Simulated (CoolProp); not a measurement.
Saturated liquid density (kg/m³) of C3F8 (R218): the reference equation beside estimates from Tc = 345.0 K, pc = 26.40 bar, ω = 0.317. Rackett uses Z = 0.29056 − 0.08775 ω.

Computed with CoolProp (reference Helmholtz-energy equation of state, Lemmon 2006). It is a short technical equation, of lower accuracy than the large ones.

| T (K) | reference | Rackett | Redlich-Kwong | Soave-Redlich-Kwong | Peng-Robinson |
|---|---|---|---|---|---|
| 267.1 | 1483 | 1578 | 1309 | 1387 | 1573 |
| 271.7 | 1461 | 1554 | 1284 | 1362 | 1546 |
| 276.2 | 1440 | 1531 | 1259 | 1337 | 1518 |
| 280.8 | 1417 | 1506 | 1233 | 1310 | 1487 |
| 285.3 | 1395 | 1480 | 1206 | 1283 | 1456 |
| 289.9 | 1370 | 1453 | 1177 | 1254 | 1423 |
| 294.4 | 1345 | 1426 | 1148 | 1223 | 1388 |
| 299 | 1318 | 1397 | 1117 | 1190 | 1351 |
| 303.5 | 1291 | 1367 | 1085 | 1156 | 1312 |
| 308.1 | 1261 | 1334 | 1051 | 1119 | 1269 |

Absolute difference from the reference over all 10 rows, mean and median: Rackett 6.1 and 6.1 %, Redlich-Kwong 14.0 and 13.8 %, Soave-Redlich-Kwong 8.5 and 8.2 %, Peng-Robinson 3.8 and 4.1 %.
